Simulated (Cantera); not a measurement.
Charge: 1 mol Si, 0.014 mol O2, 33 mol H2, equilibrated at 0.000480 bar.

These are equilibrium values from Cantera (NASA tables, ideal gas, pure condensed phases), not measurements of a reactor. Candidate condensed phases: H2O, Si, SiO2; 18 gas species. Gases not in the tables: Si2H6 and higher silanes. The numbers say what is thermodynamically allowed, not how fast it happens.

x: gas mole fraction; n: condensed amount in mol.

| T (°C) | x H2 | x H | x Si | x SiO | x SiH | n Si(s) | n Si(l) |
|---|---|---|---|---|---|---|---|
| 1300 | 0.997 | 0.00185 | 0.000115 | 0.000847 | 6.03e-6 | 0.968 | 0 |
| 1400 | 0.993 | 0.00518 | 0.000870 | 0.000845 | 3.21e-5 | 0.941 | 0 |
| 1500 | 0.982 | 0.0129 | 0.00444 | 0.000838 | 0.000119 | 0 | 0.817 |
| 1600 | 0.951 | (withheld) | (withheld) | 0.000820 | (withheld) | 0 | (withheld) |
| 1700 | 0.913 | 0.0588 | 0.0271 | 0.000800 | 0.000410 | 0 | 0 |
| 1800 | 0.861 | (withheld) | 0.0266 | 0.000778 | (withheld) | 0 | 0 |
| 1900 | 0.779 | 0.194 | 0.0255 | 0.000744 | 0.000231 | 0 | 0 |

**Question.** Fill in the missing entries.

**Answer.** 
- 1600, x H: 0.0287
- 1600, x Si: 0.0184
- 1600, x SiH: 0.000366
- 1600, n Si(l): 0.318
- 1800, x H: 0.111
- 1800, x SiH: 0.000311
